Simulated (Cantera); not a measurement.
Cantera run, input and output.

```python
import numpy as np
import cantera as ct

gas = ct.Solution("gri30.yaml")


def delay(T, t_max=10):
    gas.TPX = T, 1000000, {'CH3OH': 1, 'O2': 3.66, 'N2': 13.8}
    reactor = ct.IdealGasConstPressureReactor(gas, clone=False)
    net = ct.ReactorNet([reactor])
    net.rtol, net.atol = 1e-8, 1e-16
    while net.time < t_max:
        t_old, T_old = net.time, reactor.T
        net.step()
        if reactor.T > T + 400:  # ignition: a rise of 400 K
            return t_old + (T + 400 - T_old) / (reactor.T - T_old) * (net.time - t_old)
    return np.nan


taus = []
for T in [1025, 1075, 1125, 1175, 1225, 1275, 1325, 1375, 1425]:
    taus.append(delay(T))
    print(f"T0 = {T:6g} K   tau = {taus[-1]:.4e} s")
```

Result:

```
T0 =   1025 K   tau = 5.8062e-02 s
T0 =   1075 K   tau = 1.9206e-02 s
T0 =   1125 K   tau = 7.0059e-03 s
T0 =   1175 K   tau = 2.7954e-03 s
T0 =   1225 K   tau = 1.2121e-03 s
T0 =   1275 K   tau = 5.6808e-04 s
T0 =   1325 K   tau = 2.8636e-04 s
T0 =   1375 K   tau = 1.5450e-04 s
T0 =   1425 K   tau = 8.8711e-05 s
```

Detailed kinetics in Cantera: GRI-Mech 3.0 (53 species, 325 reactions). GRI-Mech 3.0 was tuned for natural gas; its chemistry of methanol as a main component is partial and can be far from experiment.
